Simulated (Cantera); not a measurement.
A freely propagating, adiabatic, planar premixed flame of H₂ : O₂ : N₂ = 1 : 0.847 : 3.19 (molar parts), unburnt at 675 K and 4.20 bar; mixture-averaged transport, grid criteria slope 0.08 and curve 0.16, no radiation.

Computed with Cantera and the H2/O2 subset of GRI-Mech 3.0, which has no nitrogen chemistry. The hydrogen kinetics of GRI-Mech 3.0 are dated; newer H2 mechanisms differ, most at raised pressure. Burning velocities carry a grid error of a few per cent, more on coarse grids. Lean hydrogen flames are cellular in practice and burn faster than this planar one.

x: mole fraction of selected species; z is measured from the peak of heat release.

```
z (mm)   T (K)  u (m/s)      x H₂    x O₂      x OH       x H     x HO₂   x H₂O₂
-------  -----  -------  --------  ------  --------  --------  --------  -------
-0.225     675     4.07     0.198   0.168     <1e-8     <1e-8     <1e-8    <1e-8
-0.150     675     4.07     0.198   0.168     <1e-8     <1e-8   7.49e-8    <1e-8
-0.112     675     4.06     0.197   0.169     <1e-8     <1e-8         …        …
-0.0748    678     4.06     0.191   0.170   1.24e-8   4.43e-8   1.73e-5  8.53e-7
-0.0374    763     4.43     0.160   0.172   9.11e-5  0.000114  0.000588  4.15e-5
-0.0187   1018     5.75     0.118   0.162  0.000870   0.00184  0.000558  6.78e-5
0         1364     7.58    0.0656   0.131   0.00332   0.00690  0.000326  2.06e-5
0.0187    1620     8.96    0.0292   0.100   0.00743   0.00960  0.000191  5.63e-6
0.0374    1766     9.74    0.0147  0.0857    0.0101   0.00821  0.000124  3.32e-6
0.0748    1911     10.5   0.00725  0.0787    0.0110   0.00438   6.79e-5  1.90e-6
0.150     2015     11.0   0.00364  0.0773   0.00907   0.00149   3.17e-5  1.11e-6
0.299     2071     11.3         …  0.0774         …         …         …        …
0.599     2096     11.4  0.000550  0.0779   0.00396   8.38e-5   6.29e-6  4.12e-7
```

Q: Fill in the missing entries.

A: 
- -0.112, x HO₂: 6.70e-7
- -0.112, x H₂O₂: 3.19e-8
- 0.299, x H₂: 0.00148
- 0.299, x OH: 0.00619
- 0.299, x H: 0.000366
- 0.299, x HO₂: 1.32e-5
- 0.299, x H₂O₂: 6.55e-7
